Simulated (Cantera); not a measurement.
Input: 1 mol CaCO₃, 0.11 mol CO₂, 15 mol O₂, at 1950 K and 0.00460 bar.

Method: chemical equilibrium by Gibbs-energy minimisation in Cantera with the NASA 1993 tables (ideal gas, pure condensed phases). Candidate condensed phases: C, Ca, CaCO₃, CaO; 15 gas species. Kinetics and transport are ignored.

Base state: O₂ 0.925, CO₂ 0.0678, O 0.00640, CO 0.000895 (mole fractions); condensed: CaO(s).

Problem. What changes in the equilibrium state with this change: temperature from 1950 K to 775 K?

Solution. 
```json
[
 {"species": "O₂", "before": "0.925", "after": "0.971"},
 {"species": "CO₂", "before": "0.0678", "after": "0.0292"},
 {"species": "O", "before": "0.00640", "after": "<1e-9"},
 {"species": "CO", "before": "0.000895", "after": "<1e-9"},
 {"species": "CaO(s), mol", "before": "1.000", "after": "0.341"},
 {"species": "CaCO₃(calcite), mol", "before": "0", "after": "0.659"}
]
```

Problem. What changes in the equilibrium state with this change: temperature from 1950 K to 1398.15 K?

Solution. 
```csv
species,before,after
O₂,0.925,0.931
CO₂,0.0678,0.0689
O,0.00640,1.31e-5
CO,0.000895,1.00e-6
"CaO(s), mol",1.000,1.00
```
